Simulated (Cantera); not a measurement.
A closed system holds: 1 mol BaF2, 0.35 mol H2O, 1.9 mol H2, at 1.10 Pa.

Equilibrium computed with Cantera from the NASA thermochemical tables; the gas is ideal and each condensed phase is pure. Candidate condensed phases: Ba, BaF2, BaO, Ba(OH)2, H2O; 27 gas species. Mutual solubility and eutectic melting of coexisting phases are not modelled. Rates play no part.

x: gas mole fraction; n: condensed amount in mol.

```csv
T (K),x H2,x BaF2,x H2O,x HF,x BaF,x H,x Ba,n BaF2(s),n BaO(s)
1200,0.841,0.00183,0.152,0.00532,3.12e-5,5.46e-5,8.32e-9,0.990,___
1250,0.833,0.00822,0.148,0.0105,0.000160,0.000133,5.40e-8,0.969,___
1300,0.808,0.0324,0.140,0.0191,0.000726,0.000300,3.06e-7,0.901,___
1350,0.730,0.114,0.120,0.0316,0.00294,0.000614,1.55e-6,0.659,___
1400,0.576,0.281,0.0911,0.0413,0.00942,0.00111,6.94e-6,0,___
1450,0.569,0.276,0.0951,0.0402,0.0173,0.00215,2.54e-5,0,___
1500,0.558,0.268,0.101,0.0394,0.0297,0.00396,8.27e-5,0,___
1550,0.545,0.257,0.104,0.0441,0.0425,0.00701,0.000188,0,0
1600,0.532,0.244,0.103,0.0547,0.0526,0.0120,0.000322,0,0
1650,0.517,0.230,0.102,0.0664,0.0637,0.0197,0.000532,0,0
1700,0.498,0.214,0.100,0.0789,0.0755,0.0314,0.000846,0,0
1750,0.474,0.196,0.0985,0.0920,0.0875,0.0483,0.00130,0,0
1800,0.445,0.178,0.0959,0.105,0.0991,0.0721,0.00193,0,0
```

Problem. Fill in the missing entries.

Solution. 
- 1200, n BaO(s): 0.00596
- 1250, n BaO(s): 0.0117
- 1300, n BaO(s): 0.0215
- 1350, n BaO(s): 0.0371
- 1400, n BaO(s): 0.0518
- 1450, n BaO(s): 0.0369
- 1500, n BaO(s): 0.0144
